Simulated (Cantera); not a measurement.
Input: 1 mol SiF4, 0.33 mol NO, 0.43 mol O3, at 0.133 bar.

These are equilibrium values from Cantera (NASA tables, ideal gas, pure condensed phases), not measurements of a reactor. Candidate condensed phases: Si, SiO2, Si2N2O, Si3N4; 28 gas species. Rates play no part.

### Question
At 1023 K, list the 4 most abundant gas species with their mole fractions, and the condensed phases.

### Answer
SiF4 0.506, O2 0.410, N2 0.0835, NO 1.82e-5. Condensed: gas only.
